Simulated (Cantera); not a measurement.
Cantera run:

```python
import numpy as np
import cantera as ct

gas_names = """
    AL ALH ALN AL2 H H2 N NH NH2 NH3 N2 N2H2 N2H4
""".split()
cond_names = """
    AL(cr) AL(L) ALN(s)
""".split()


def load(file, names, dense=False):
    # The tables refer to 1 bar. Condensed volumes are neglected.
    table = {s.name: s for s in ct.Species.list_from_file(file)}
    out = []
    for n in names:
        d = dict(table[n].input_data)
        d["thermo"] = dict(d["thermo"], **{"reference-pressure": 1e5})
        if dense:
            d["equation-of-state"] = {"model": "constant-volume", "density": "1e6 g/cm^3"}
        out.append(ct.Species.from_dict(d))
    return out


gas = ct.Solution(thermo="ideal-gas", species=load("nasa_gas.yaml", gas_names))
cond = {s.name: ct.Solution(thermo="fixed-stoichiometry", species=[s], name=s.name)
        for s in load("nasa_condensed.yaml", cond_names, dense=True)}
atoms = {
    'AlN': {'AL': 1, 'N': 1},
    'H2': {'H': 2},
}
top_T = {'ALN(s)': 2750}  # K; cautious upper limits of use, not melting points


def equilibrate(T, P, feed):
    n = {}
    for name, mol in feed.items():
        for a, k in atoms[name].items():
            n[a] = n.get(a, 0.0) + k * mol
    gas.TPX = T, P, n
    mass = sum(n.values()) * gas.mean_molecular_weight
    gas.equilibrate("TP")
    valid = [c for c in cond.values() if c.min_temp <= T <= top_T.get(c.name, c.max_temp)]
    mix = ct.Mixture([(gas, mass / gas.mean_molecular_weight)] + [(c, 0.0) for c in valid])
    mix.T, mix.P = T, P
    mix.equilibrate("TP", solver="vcs", rtol=1e-11, max_steps=5000)
    return mix


results = []
feed = {'AlN': 1, 'H2': 0.041}  # mol
P = 85000  # Pa
for T in [1425, 1575, 1725, 1875, 2025, 2175, 2325, 2475, 2625, 2775]:
    mix = equilibrate(T, P, feed)
    results.append((T, P, feed, dict(zip(mix.species_names, mix.species_moles))))

top = {s: max(r[3][s] / sum(r[3][g] for g in gas_names) for r in results) for s in gas_names}
cols = sorted((s for s in top if top[s] > 0.0001), key=lambda s: -top[s])[:6]
seen = [c for c in cond_names if any(r[3].get(c, 0) > 1e-12 for r in results)]
print("log10 of partial pressures in bar; condensed amounts in mol")
print(f"{'T/K':>10s}" + "".join(f"{s[:9]:>10s}" for s in cols + seen))
for T, P, feed, n in results:
    ng = sum(n[g] for g in gas_names)
    print(f"{T:10.4g}" + "".join(f"{np.log10(max(n[s] / ng * P / 1e5, 1e-99)):10.3f}" for s in cols)
          + "".join(f"{n.get(c, 0):10.4g}" for c in seen))
```

It prints:

```
log10 of partial pressures in bar; condensed amounts in mol
       T/K        H2        AL        N2         H       ALH       AL2    ALN(s)
      1425    -0.071    -7.593    -7.568    -5.201    -7.413   -13.879         1
      1575    -0.071    -6.087    -6.133    -4.417    -6.162   -11.470         1
      1725    -0.071    -4.841    -4.962    -3.766    -5.126    -9.476         1
      1875    -0.071    -3.801    -3.973    -3.219    -4.263    -7.815         1
      2025    -0.073    -2.921    -3.127    -2.752    -3.534    -6.413    0.9999
      2175    -0.079    -2.167    -2.396    -2.351    -2.913    -5.213    0.9996
      2325    -0.104    -1.513    -1.758    -2.010    -2.385    -4.175    0.9982
      2475    -0.192    -0.941    -1.198    -1.744    -1.956    -3.267    0.9921
      2625    -0.614    -0.434    -0.707    -1.679    -1.748    -2.463    0.9387
      2775    -1.815    -0.269    -0.558    -2.033    -2.262    -2.320         0
```

These are equilibrium values from Cantera (NASA tables, ideal gas, pure condensed phases), not measurements of a reactor.
